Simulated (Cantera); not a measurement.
Input (Python, Cantera):

```python
import numpy as np
import cantera as ct

gas = ct.Solution("h2o2.yaml")
gas.TPX = 1075, 35000, {'H2': 1.5, 'O2': 1, 'N2': 6}
inlet = ct.Reservoir(gas, clone=True)

reactor = ct.IdealGasConstPressureReactor(gas, energy="off", clone=False)
exhaust = ct.Reservoir(gas, clone=True)
tau = [30, 8.4, 2.4, 0.66, 0.19, 0.053, 0.015, 0.0042, 0.0012][0]
for a, b in ((inlet, reactor), (reactor, exhaust)):
    ct.MassFlowController(a, b, mdot=lambda t: reactor.mass / tau)
net = ct.ReactorNet([reactor])
show = ['H2', 'O2', 'O', 'H2O2', 'HO2', 'H', 'OH']

rows = []
print(f"{'tau/s':>10s}{'T/K':>9s}" + "".join(f"{s:>11s}" for s in show))
for tau in [30, 8.4, 2.4, 0.66, 0.19, 0.053, 0.015, 0.0042, 0.0012]:
    net.initial_time = 0.0
    net.advance(30 * tau)
    before = gas.X
    net.advance(40 * tau)
    drift = np.max(np.abs(gas.X - before) / (gas.X + 1e-9))
    rows.append([gas.T, *gas[show].X, drift])
    print(f"{tau:10.3e}{gas.T:9.1f}" + "".join(f"{x:11.3e}" for x in gas[show].X))
```

Result:

```
     tau/s      T/K         H2         O2          O       H2O2        HO2          H         OH
 3.000e+01   1075.0  5.578e-05  3.228e-02  1.489e-06  1.886e-07  1.505e-06  4.459e-07  2.383e-05
 8.400e+00   1075.0  1.317e-04  3.231e-02  3.932e-06  3.732e-07  3.099e-06  1.592e-06  3.605e-05
 2.400e+00   1075.0  2.977e-04  3.238e-02  1.026e-05  6.859e-07  5.579e-06  5.551e-06  5.578e-05
 6.600e-01   1075.0  6.645e-04  3.254e-02  2.689e-05  1.111e-06  8.823e-06  2.003e-05  9.035e-05
 1.900e-01   1075.0  1.400e-03  3.287e-02  6.522e-05  1.509e-06  1.205e-05  6.852e-05  1.469e-04
 5.300e-02   1075.0  2.932e-03  3.358e-02  1.535e-04  1.818e-06  1.498e-05  2.380e-04  2.443e-04
 1.500e-02   1075.0  5.958e-03  3.503e-02  3.390e-04  1.996e-06  1.742e-05  7.891e-04  4.046e-04
 4.200e-03   1075.0  1.191e-02  3.802e-02  7.164e-04  2.049e-06  1.975e-05  2.479e-03  6.647e-04
 1.200e-03   1075.0  2.297e-02  4.389e-02  1.414e-03  2.002e-06  2.238e-05  6.830e-03  1.046e-03
```

Cantera simulation using the H2/O2 subset of GRI-Mech 3.0, which has no nitrogen chemistry; the numbers are that mechanism's predictions, not measurements. The temperature is held fixed by assumption; the heat of reaction is taken as removed at once.
